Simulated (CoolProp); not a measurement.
Vapour-liquid equilibrium of carbon dioxide (1) + R142b (2) at 256.1 K; x and y are mole fractions of (1).

Model: multi-fluid Helmholtz-energy mixture model, Span 1996 and Lemmon 2006; pair parameters Bell 2016, in CoolProp.

```json
[
 {"x": "0.05", "bubble pressure (MPa)": "0.1540", "y at the bubble point": "0.540", "dew pressure at overall composition x (MPa)": "0.07640", "liquid density (mol/L)": "12.39"},
 {"x": "0.15", "bubble pressure (MPa)": "0.3397", "y at the bubble point": "0.805", "dew pressure at overall composition x (MPa)": "[?]", "liquid density (mol/L)": "13.11"},
 {"x": "0.25", "bubble pressure (MPa)": "0.5448", "y at the bubble point": "0.887", "dew pressure at overall composition x (MPa)": "0.09628", "liquid density (mol/L)": "13.90"},
 {"x": "0.35", "bubble pressure (MPa)": "[?]", "y at the bubble point": "0.925", "dew pressure at overall composition x (MPa)": "0.1106", "liquid density (mol/L)": "14.76"},
 {"x": "0.45", "bubble pressure (MPa)": "0.9690", "y at the bubble point": "0.947", "dew pressure at overall composition x (MPa)": "0.1298", "liquid density (mol/L)": "15.70"},
 {"x": "0.55", "bubble pressure (MPa)": "1.175", "y at the bubble point": "0.961", "dew pressure at overall composition x (MPa)": "[?]", "liquid density (mol/L)": "16.74"},
 {"x": "0.65", "bubble pressure (MPa)": "1.377", "y at the bubble point": "0.972", "dew pressure at overall composition x (MPa)": "0.1991", "liquid density (mol/L)": "17.90"},
 {"x": "0.75", "bubble pressure (MPa)": "1.580", "y at the bubble point": "0.980", "dew pressure at overall composition x (MPa)": "0.2717", "liquid density (mol/L)": "19.18"},
 {"x": "0.85", "bubble pressure (MPa)": "1.793", "y at the bubble point": "0.988", "dew pressure at overall composition x (MPa)": "0.4284", "liquid density (mol/L)": "[?]"},
 {"x": "0.95", "bubble pressure (MPa)": "2.026", "y at the bubble point": "0.996", "dew pressure at overall composition x (MPa)": "1.005", "liquid density (mol/L)": "22.24"}
]
```

Problem. Some entries are withheld; supply them.

Solution. 
- 0.15, dew pressure at overall composition x (MPa): 0.08522
- 0.35, bubble pressure (MPa): 0.7574
- 0.55, dew pressure at overall composition x (MPa): 0.1572
- 0.85, liquid density (mol/L): 20.62

No azeotrope shows between x = 0.05 and 0.95.

The pair parameters rest on a limited set of measurements; away from them the model extrapolates.
